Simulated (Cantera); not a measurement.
Mixture: CH4 : O2 : N2 = 1 : 1.18 : 6.24 (molar parts), at 5.00 bar, adiabatic and at constant volume. Ignition delay is the time to a rise of 400 K.

Model: GRI-Mech 3.0 (53 species, 325 reactions), integrated in Cantera.

What does this change do: 0.026 parts C2H6 added?


```csv
quantity,before,after
delay at 1198 K,17.6 ms,8.83 ms
delay at 1248 K,9.35 ms,5.00 ms
delay at 1298 K,5.09 ms,2.85 ms
delay at 1348 K,2.84 ms,1.64 ms
delay at 1398 K,1.61 ms,0.946 ms
delay at 1448 K,0.934 ms,0.551 ms
apparent activation energy between 1348 and 1448 K,180 kJ/mol,180 kJ/mol
```
